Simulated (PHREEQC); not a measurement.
A solution holds 120 mmol/kgw Cu(NO3)2, 0.18 mmol/kgw H2SO4 and 0.22 mmol/kgw KCl, at 25 °C. Closed to the air; pH follows from the charge balance.

The numbers come from PHREEQC with the ion-association model, wateq4f.dat.

```csv
quantity,before,after
pH,3.55,4.43
CuSO4 (mol/kgw),0.000106,7.02e-6
SO4-2 (mol/kgw),7.33e-5,1.10e-5
Cu2(OH)2+2 (mol/kgw),2.05e-6,2.47e-6
CuOH+ (mol/kgw),1.71e-6,2.00e-6
SI of Tenorite (CuO),-2.01,-0.97
SI of Cu2(OH)3NO3 (Cu2(OH)3NO3),-2.38,-2.07
```

What was changed between the two runs?
(A) diluted 10-fold with water
(B) temperature from 25 to 30 °C
(C) 0.0031 mol/kgw NaOH added
(D) KCl left out
(E) 0.23 mol/kgw LiCl added

A, diluted 10-fold with water

No solid was allowed to form.
